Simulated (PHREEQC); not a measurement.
Solution (20 °C): 0.17 mol/kgw NH4HSO4. It is in equilibrium with CO2 at log p = -3.4 (atm). Otherwise closed; pH follows from the charge balance.

All values are PHREEQC results (ion-association model, wateq4f.dat), not measurements.

Each row changes one thing in this solution. This is a speciation only: nothing precipitates in the calculation.

| case | pH | ionic strength (mol/kgw) | NH4+ (mol/kgw) | HSO4- (mol/kgw) | SO4-2 (mol/kgw) | NH4SO4- (mol/kgw) |
|---|---|---|---|---|---|---|
| as made | 1.23 | 0.269 | 0.145 | 0.0952 | 0.0497 | 0.0251 |
| temperature from 20 to 25 °C | 1.25 | 0.266 | 0.146 | 0.0979 | 0.0479 | 0.0242 |
| NH4HSO4 from 0.17 to 0.017 mol/kgw | 2.00 | 0.0379 | 0.0159 | 0.00546 | 0.0105 | 0.00107 |
| 0.34 mol/kgw KCl added | 1.18 | 0.608 | 0.150 | 0.0829 | 0.0490 | 0.0201 |
| NH4HSO4 from 0.17 to 0.34 mol/kgw | 0.99 | 0.487 | 0.280 | 0.206 | 0.0737 | 0.0599 |
| diluted 10-fold with water | 2.00 | 0.0379 | 0.0159 | 0.00546 | 0.0105 | 0.00107 |
| 0.0023 mol/kgw K2SiO3 added | 1.25 | 0.272 | 0.144 | 0.0934 | 0.0508 | 0.0255 |
| temperature from 20 to 55 °C | 1.36 | 0.243 | 0.151 | 0.115 | 0.0367 | 0.0185 |
| diluted 5-fold with water | 1.77 | 0.0688 | 0.0311 | 0.0137 | 0.0174 | 0.00293 |

Species that the database lacks are ignored. Some of these states are supersaturated (in SiO2(a), Quartz (slow to form), for instance). At this temperature some constants are extrapolated from 25 °C, and those without enthalpy data are left unchanged.
